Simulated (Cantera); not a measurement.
Mixture: CO : H2 : O2 : N2 = 1 : 1.1 : 1.54 : 5.81 (molar parts), equivalence ratio 0.68, at 5.00 bar, adiabatic and at constant volume. Ignition delay is the time to a rise of 400 K.

Computed with Cantera and GRI-Mech 3.0 (53 species, 325 reactions). The hydrogen kinetics of GRI-Mech 3.0 are dated; newer H2 mechanisms differ, most at raised pressure. Where the delays flatten at high temperature, the 400 K rule measures the pace of heat release, not the induction time.

Problem. Predict: delay at 1073 K; delay at 1223 K; delay at 1373 K; delay at 1523 K; delay at 1673 K.

Solution. 
```
Item                Value
---------------  --------
delay at 1073 K  0.487 ms
delay at 1223 K   14.3 µs
delay at 1373 K   5.72 µs
delay at 1523 K   3.48 µs
delay at 1673 K   2.60 µs
```
